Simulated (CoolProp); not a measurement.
The numbers come from the reference Helmholtz-energy equation of state, Kamei 1995 in CoolProp.

Q: Give the vapour pressure (kPa), vapour density (kg/m³), enthalpy of vaporisation (kJ/kg), liquid cp (kJ/(kg K)) of saturated R22 at 303.7, 306.1 K.

A: 
```
T (K)  p (kPa)  vapour density (kg/m³)  enthalpy of vaporisation (kJ/kg)  liquid cp (kJ/(kg K))
-----  -------  ----------------------  --------------------------------  ---------------------
303.7     1210                    51.5                               177                   1.28
306.1     1290                    54.9                               175                   1.30
```
